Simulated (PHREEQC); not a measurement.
Dissolve 0.00017 mol NaH2PO4, 0.00067 mol KOH and 5.4e-07 mol NaCl per kg of water at 25 °C. Closed to the air; pH follows from the charge balance.

All values are PHREEQC results (ion-association model, wateq4f.dat), not measurements.

No solid was allowed to form.

**Question.** Predict the pH, ionic strength.

**Answer.** pH 10.68; ionic strength 0.00102 mol/kgw.

**Question.** In which forms is P present?

**Answer.** HPO4-2 97 %, PO4-3 2.5 % of the P.

H3PO4, which wateq4f.dat lacks, is added to it with the constant of phreeqc.dat.
